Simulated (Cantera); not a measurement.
A closed system holds: 1 mol Al, 0.23 mol NH₃, 45 mol H₂, 13 mol N₂, at 10.0 Pa.

These are equilibrium values from Cantera (NASA tables, ideal gas, pure condensed phases), not measurements of a reactor. Candidate condensed phases: Al, AlN; 13 gas species. Rates play no part.

**Question.** Which condensed phases are stable at each of these points (T (K)): 850, 950, 1050, 1150, 1250, 1350, 1450, 1550, 1650, 1750, 1850, 1950, 2050, 2150?

**Answer.** 
| T (K) | condensed phases | Al condensed (%) |
|---|---|---|
| 850 | AlN(s) | 100.0 |
| 950 | AlN(s) | 100.0 |
| 1050 | AlN(s) | 100.0 |
| 1150 | AlN(s) | 100.0 |
| 1250 | AlN(s) | 100.0 |
| 1350 | AlN(s) | 100.0 |
| 1450 | AlN(s) | 99.9 |
| 1550 | AlN(s) | 96.0 |
| 1650 | AlN(s) | 18.5 |
| 1750 | gas only | 0.0 |
| 1850 | gas only | 0.0 |
| 1950 | gas only | 0.0 |
| 2050 | gas only | 0.0 |
| 2150 | gas only | 0.0 |

From 850 K to 1650 K the condensed part is AlN(s). From 1750 K to 2150 K nothing is condensed.
